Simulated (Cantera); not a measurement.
An adiabatic, constant-volume homogeneous reactor starts with 6.38 % CH4, 19.6 % O2, 74.0 % N2, at 1675 K and 1.01 bar.

Model: GRI-Mech 3.0 (53 species, 325 reactions), integrated in Cantera.

**Question.** Predict: time of steepest temperature rise; temperature at 1.00 s; equilibrium temperature; x(O2) at 1.00 s; x(NO) at 1.00 s; x(H2O) at 1.00 s; x(HCO) at 1.00 s.

**Answer.** 
```json
{
  "time_of_steepest_temperature_rise": "0.231 ms",
  "temperature at 1.00 s": "2788 K",
  "equilibrium_temperature": "2788 K",
  "x(O2) at 1.00 s": "0.0616 (gas-phase equilibrium 0.0616)",
  "x(NO) at 1.00 s": "0.0187 (gas-phase equilibrium 0.0187)",
  "x(H2O) at 1.00 s": "0.104 (gas-phase equilibrium 0.104)",
  "x(HCO) at 1.00 s": "1.57e-8 (gas-phase equilibrium 1.57e-8)"
}
```
